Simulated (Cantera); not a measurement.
Input (Python, Cantera):

```python
import numpy as np
import cantera as ct

gas = ct.Solution("gri30.yaml")
gas.TPX = 2050, 100000, {'CH4': 1, 'H2O': 0.39, 'N2': 0.0026}
inlet = ct.Reservoir(gas, clone=True)

reactor = ct.IdealGasConstPressureReactor(gas, energy="off", clone=False)
exhaust = ct.Reservoir(gas, clone=True)
tau = [15, 3.1, 0.66, 0.14, 0.03, 0.0063, 0.0013, 0.00028][0]
for a, b in ((inlet, reactor), (reactor, exhaust)):
    ct.MassFlowController(a, b, mdot=lambda t: reactor.mass / tau)
net = ct.ReactorNet([reactor])
show = ['CH4', 'H2O', 'C2H6', 'CH2CO', 'CH2', 'CH3']

rows = []
print(f"{'tau/s':>10s}{'T/K':>9s}" + "".join(f"{s:>11s}" for s in show))
for tau in [15, 3.1, 0.66, 0.14, 0.03, 0.0063, 0.0013, 0.00028]:
    net.initial_time = 0.0
    net.advance(30 * tau)
    before = gas.X
    net.advance(40 * tau)
    drift = np.max(np.abs(gas.X - before) / (gas.X + 1e-9))
    rows.append([gas.T, *gas[show].X, drift])
    print(f"{tau:10.3e}{gas.T:9.1f}" + "".join(f"{x:11.3e}" for x in gas[show].X))
```

Result:

```
     tau/s      T/K        CH4        H2O       C2H6      CH2CO        CH2        CH3
 1.500e+01   2050.0  2.622e-03  1.396e-04  1.420e-07  2.998e-07  4.790e-07  1.356e-04
 3.100e+00   2050.0  3.307e-03  6.670e-04  2.026e-07  6.148e-07  6.049e-07  1.709e-04
 6.600e-01   2050.0  5.439e-03  3.030e-03  4.810e-07  1.948e-06  9.971e-07  2.808e-04
 1.400e-01   2050.0  1.066e-02  1.262e-02  1.738e-06  7.232e-06  1.959e-06  5.495e-04
 3.000e-02   2050.0  2.162e-02  4.111e-02  7.089e-06  2.451e-05  3.943e-06  1.115e-03
 6.300e-03   2050.0  4.440e-02  9.363e-02  3.000e-05  6.346e-05  7.545e-06  2.277e-03
 1.300e-03   2050.0  9.398e-02  1.482e-01  1.306e-04  1.065e-04  1.297e-05  4.677e-03
 2.800e-04   2050.0  1.936e-01  1.872e-01  5.130e-04  1.154e-04  1.998e-05  9.086e-03
```

Cantera simulation using GRI-Mech 3.0 (53 species, 325 reactions); the numbers are that mechanism's predictions, not measurements. GRI-Mech 3.0 stops at C3 and has no aromatics, soot or wall deposition, so with more carbon than oxygen in the feed, carbon stays in small species such as C2H2 where larger ones or solid carbon would form.
